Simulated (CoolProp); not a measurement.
Vapour-liquid equilibrium of toluene (1) + o-xylene (2) at 177.55 °C; x and y are mole fractions of (1).

Values from CoolProp's multi-fluid Helmholtz-energy mixture model, Lemmon 2006 and Zhou 2012; pair parameters Bell 2016.

| x | bubble pressure (bar) | y at the bubble point | dew pressure at overall composition x (bar) | liquid density (mol/L) |
|---|---|---|---|---|
| 0.05 | 2.386 | 0.095 | 2.326 | 6.967 |
| 0.125 | 2.575 | 0.222 | 2.428 | 7.018 |
| 0.2 | 2.770 | ? | 2.540 | ? |
| 0.275 | 2.968 | 0.434 | 2.663 | 7.120 |
| 0.35 | 3.169 | 0.522 | 2.798 | 7.172 |
| 0.425 | 3.372 | 0.600 | 2.949 | 7.224 |
| 0.5 | 3.575 | ? | 3.117 | 7.277 |
| 0.575 | 3.778 | 0.732 | 3.305 | 7.330 |
| 0.65 | ? | 0.788 | 3.516 | 7.384 |
| 0.725 | 4.184 | 0.840 | 3.755 | 7.439 |
| 0.8 | 4.387 | 0.888 | ? | 7.495 |
| 0.875 | 4.590 | 0.932 | 4.332 | 7.552 |
| 0.95 | 4.793 | ? | 4.677 | 7.610 |

Some entries are withheld; supply them.


- 0.2, y at the bubble point: 0.335
- 0.2, liquid density (mol/L): 7.069
- 0.5, y at the bubble point: 0.669
- 0.65, bubble pressure (bar): 3.981
- 0.8, dew pressure at overall composition x (bar): 4.026
- 0.95, y at the bubble point: 0.973

No azeotrope shows between x = 0.05 and 0.95.

Pair parameters are fitted to limited data, so mixtures are less certain than the pure fluids.
